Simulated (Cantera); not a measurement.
# Diamond growth

A diamond (100) surface in a fixed gas of H2 with x(CH4) = 0.0042, x(H) = 0.00024, at 1323 K, 128 Torr; coverages are run to steady state.

Detailed kinetics in Cantera: the Harris–Goodwin 1993 mechanism for the reconstructed diamond (100) surface.

```tsv
x(CH3)	growth (µm/h)	θ c6HH	θ c6H*	θ c6*H	θ c6**	θ c6HM
1e-06	0.00536	0.546	0.0393	0.404	0.0108	2.84e-6
2.2e-06	0.0118	0.546	0.0393	0.404	0.0108	6.25e-6
4.8e-06	0.0257	0.546	0.0392	0.404	0.0108	1.36e-5
1.1e-05	0.0588	0.546	0.0392	0.404	0.0108	3.12e-5
2.3e-05	0.123	0.546	0.0392	0.404	0.0107	6.53e-5
5.2e-05	0.276	0.546	0.0392	0.404	0.0107	0.000147
0.00011	0.577	0.545	0.0392	0.403	0.0105	0.000311
0.00025	1.28	0.544	0.0391	0.402	0.0102	0.000703
0.00055	2.65	0.542	0.0389	0.400	0.00959	0.00153
```
θ: site fractions in the mechanism's names (c6HH fully hydrogenated, c6H* and c6*H radical sites, c6** diradical, c6HM methylated).
